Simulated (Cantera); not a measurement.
**Equilibrium for abatement and gas-phase synthesis: CO2 + SO2 + H2**

Charge: 1 mol CO2, 0.2 mol SO2, 1.3 mol H2, at 1.00 bar.

Equilibrium computed with Cantera from the NASA thermochemical tables; the gas is ideal and each condensed phase is pure. Candidate condensed phases: C, C6H6, C7H8, C8H18, H2O, H2SO4, S; 146 gas species. Ions and electrons are included (thermal ionisation). Kinetics and transport are ignored.

| T (K) | x H | x CO | x H2O | x O | x H2 | x OH | x CO2 | x SO2 | x S | x SO | x O2 |
|---|---|---|---|---|---|---|---|---|---|---|---|
| 3000 | 0.0617 | 0.299 | 0.283 | 0.00939 | 0.153 | 0.0379 | 0.0748 | 0.0383 | 0.00454 | 0.0289 | 0.00687 |
| 3250 | 0.122 | 0.290 | 0.203 | 0.0340 | 0.145 | 0.0677 | 0.0514 | 0.0270 | 0.00713 | 0.0315 | 0.0185 |
| 3500 | 0.211 | 0.270 | 0.111 | 0.0810 | 0.128 | 0.0842 | 0.0282 | 0.0143 | 0.0120 | 0.0306 | 0.0270 |
| 3750 | 0.310 | 0.244 | 0.0447 | 0.141 | 0.0955 | 0.0759 | 0.0132 | 0.00549 | 0.0189 | 0.0244 | 0.0250 |
| 4000 | 0.390 | 0.222 | 0.0139 | 0.193 | 0.0598 | 0.0528 | 0.00578 | 0.00159 | 0.0261 | 0.0158 | 0.0169 |
| 4250 | 0.440 | 0.208 | 0.00374 | 0.229 | 0.0336 | 0.0315 | 0.00253 | 0.000385 | 0.0316 | 0.00874 | 0.00949 |
| 4500 | 0.468 | 0.201 | 0.000990 | 0.248 | 0.0183 | 0.0177 | 0.00116 | 8.87e-5 | 0.0349 | 0.00450 | 0.00497 |
| 4750 | 0.482 | 0.197 | 0.000278 | 0.258 | 0.0101 | 0.01000 | 0.000568 | 2.14e-5 | 0.0366 | 0.00230 | 0.00261 |
| 5000 | 0.490 | 0.195 | 8.50e-5 | 0.263 | 0.00579 | 0.00580 | 0.000296 | 5.63e-6 | 0.0374 | 0.00121 | 0.00141 |
x: gas mole fraction; nothing condenses.

From 3000 K to 5000 K nothing is condensed. The main C-bearing gas is CO throughout.
